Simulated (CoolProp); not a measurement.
500 sccm (0 °C, 1 atm) of nitrogen bubbles through liquid n-octane at 323.1 K and leaves saturated at a total pressure of 0.15 MPa (ideal gas phase). Each further row changes one setting.

Computed with CoolProp (reference Helmholtz-energy equation of state, Beckmüller 2019).

```csv
case,vapour pressure (kPa),mole fraction of vapour,delivery (mg/min),delivery (sccm),change of delivery for a bath 1 K warmer (%)
as stated,6.70,0.0447,119,23.4,5.0
bath temperature 328.1 K,8.41,0.0561,151,29.7,4.8
total pressure 0.3 MPa,6.70,0.0223,58.2,11.4,4.8
```
